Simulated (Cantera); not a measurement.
A Cantera script and what it prints.

```python
import numpy as np
import cantera as ct

gas_names = """
    N NO NO2 NO3 N2 N2O O O2 O3 Pb PbO Pb2
""".split()
cond_names = """
    Pb(cr) Pb(L) PbO(rd) PbO(yw) PbO(L) PbO2(s) Pb3O4(s)
""".split()


def load(file, names, dense=False):
    # The tables refer to 1 bar. Condensed volumes are neglected.
    table = {s.name: s for s in ct.Species.list_from_file(file)}
    out = []
    for n in names:
        d = dict(table[n].input_data)
        d["thermo"] = dict(d["thermo"], **{"reference-pressure": 1e5})
        if dense:
            d["equation-of-state"] = {"model": "constant-volume", "density": "1e6 g/cm^3"}
        out.append(ct.Species.from_dict(d))
    return out


gas = ct.Solution(thermo="ideal-gas", species=load("nasa_gas.yaml", gas_names))
cond = {s.name: ct.Solution(thermo="fixed-stoichiometry", species=[s], name=s.name)
        for s in load("nasa_condensed.yaml", cond_names, dense=True)}
atoms = {
    'PbO': {'Pb': 1, 'O': 1},
    'N2': {'N': 2},
}
top_T = {'Pb3O4(s)': 820}  # K; cautious upper limits of use, not melting points


def equilibrate(T, P, feed):
    n = {}
    for name, mol in feed.items():
        for a, k in atoms[name].items():
            n[a] = n.get(a, 0.0) + k * mol
    gas.TPX = T, P, n
    mass = sum(n.values()) * gas.mean_molecular_weight
    gas.equilibrate("TP")
    valid = [c for c in cond.values() if c.min_temp <= T <= top_T.get(c.name, c.max_temp)]
    mix = ct.Mixture([(gas, mass / gas.mean_molecular_weight)] + [(c, 0.0) for c in valid])
    mix.T, mix.P = T, P
    mix.equilibrate("TP", solver="vcs", rtol=1e-11, max_steps=5000)
    return mix


results = []
feed = {'PbO': 1, 'N2': 10}  # mol
P = 101325  # Pa
for T in [823, 873, 923, 973, 1023, 1073, 1123, 1173, 1223, 1273, 1323]:
    mix = equilibrate(T, P, feed)
    results.append((T, P, feed, dict(zip(mix.species_names, mix.species_moles))))

top = {s: max(r[3][s] / sum(r[3][g] for g in gas_names) for r in results) for s in gas_names}
cols = sorted((s for s in top if top[s] > 0.001), key=lambda s: -top[s])[:7]
seen = [c for c in cond_names if any(r[3].get(c, 0) > 1e-12 for r in results)]
print("log10 of partial pressures in bar; condensed amounts in mol")
print(f"{'T/K':>10s}" + "".join(f"{s[:9]:>10s}" for s in cols + seen))
for T, P, feed, n in results:
    ng = sum(n[g] for g in gas_names)
    print(f"{T:10.4g}" + "".join(f"{np.log10(max(n[s] / ng * P / 1e5, 1e-99)):10.3f}" for s in cols)
          + "".join(f"{n.get(c, 0):10.4g}" for c in seen))
```

Result:

```
log10 of partial pressures in bar; condensed amounts in mol
       T/K        N2   PbO(yw)    PbO(L)
       823     0.006         1         0
       873     0.006         1         0
       923     0.006         1         0
       973     0.006         1         0
      1023     0.006         1         0
      1073     0.006         1         0
      1123     0.006    0.9999         0
      1173     0.006         0    0.9996
      1223     0.006         0    0.9987
      1273     0.006         0    0.9968
      1323     0.005         0    0.9923
```

Method: chemical equilibrium by Gibbs-energy minimisation in Cantera with the NASA 1993 tables (ideal gas, pure condensed phases). Gases not in the tables: (PbO)n polymers.
